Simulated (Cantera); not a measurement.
Input (Python, Cantera) and output of one run.

```python
import numpy as np
import cantera as ct

gas_names = """
    H HO2 H2 H2O H2O2 H2S H2SO4 O OH O2 O3 S SH SO SO2 SO3 S2 S2O S8
""".split()
cond_names = """
    H2O(s) H2O(L) H2SO4(L) S(cr1) S(cr2) S(L)
""".split()


# ... load() reads the species with a 1 bar reference pressure and builds the phases ...
atoms = {
    'H2S': {'H': 2, 'S': 1},
    'O2': {'O': 2},
    'SO2': {'S': 1, 'O': 2},
}
top_T = {}  # K; cautious upper limits of use, not melting points


# ... equilibrate(T, P, feed) seeds the gas with the atoms and calls Mixture.equilibrate('TP', solver="vcs", rtol=1e-11, max_steps=5000) ...
results = []
feed = {'H2S': 1, 'O2': 3.6, 'SO2': 0.0086}  # mol
T = 3500  # K
P = 133.322  # Pa
mix = equilibrate(T, P, feed)
results.append((T, P, feed, dict(zip(mix.species_names, mix.species_moles))))
print(gas.report(threshold=0.001))
for i in range(1, mix.n_phases):
    print(f"{mix.phase(i).name:16s} {mix.phase_moles(i):12.5e} mol")
```

Result:

```
       temperature   3500 K
          pressure   133.32 Pa
           density   6.7569e-05 kg/m^3
  mean mol. weight   14.749 kg/kmol
   phase of matter   gas

                          1 kg             1 kmol
                     ---------------   ---------------
          enthalpy        2.1135e+07        3.1171e+08  J
   internal energy        1.9162e+07        2.8261e+08  J
           entropy             18113        2.6714e+05  J/K
    Gibbs function       -4.2259e+07       -6.2326e+08  J
 heat capacity c_p            1443.3             21287  J/K
 heat capacity c_v            879.58             12973  J/K

                      mass frac. Y      mole frac. X     chem. pot. / RT
                     ---------------   ---------------   ---------------
                 H          0.013373           0.19567           -18.428
                 O           0.76077           0.70131           -21.718
                O2         0.0058527         0.0026977           -43.437
                 S           0.20952          0.096384           -23.757
                SO         0.0092386         0.0028352           -45.476
     [  +14 minor]         0.0012453         0.0011018

S(L)              0.00000e+00 mol
```

Method: chemical equilibrium by Gibbs-energy minimisation in Cantera with the NASA 1993 tables (ideal gas, pure condensed phases).
